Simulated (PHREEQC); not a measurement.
Metal-bearing waste water (model solution)

Consider water at 25 °C with 0.75 mmol/kgw ZnSO4, 4.5 mmol/kgw ZnCl2, 0.17 mmol/kgw NaH2PO4 and 0.089 mmol/kgw Na2SO4. Closed to the air; pH follows from the charge balance.

Equilibrium calculation in PHREEQC: ion-association model, wateq4f.dat.

Precipitation was switched off in this run.

Task: Estimate the pH, ionic strength.

Result: pH 5.39; ionic strength 0.0158 mol/kgw.

Task: In which forms is Zn present?

Result: Zn+2 94 %, ZnSO4 4.9 %, ZnCl+ 1.4 % of the Zn.

H3PO4, which wateq4f.dat lacks, is added to it with the constant of phreeqc.dat. The database has no phosphate complexes of Zn.
